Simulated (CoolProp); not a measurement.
Vapour-liquid equilibrium of carbon dioxide (1) + R22 (2) at 260.7 K; x and y are mole fractions of (1).

The numbers come from the multi-fluid Helmholtz-energy mixture model, Span 1996 and Kamei 1995; pair parameters Bell 2016 in CoolProp.

Question: Give the bubble pressure and the first vapour's composition at x = 0.35, 0.65, 0.95. Is there an azeotrope?

Answer: x = 0.35: 9.519 bar, y = 0.750; x = 0.65: 16.05 bar, y = 0.910; x = 0.95: 23.35 bar, y = 0.989. No azeotrope shows between x = 0.05 and 0.95.

The pair parameters rest on a limited set of measurements; away from them the model extrapolates.
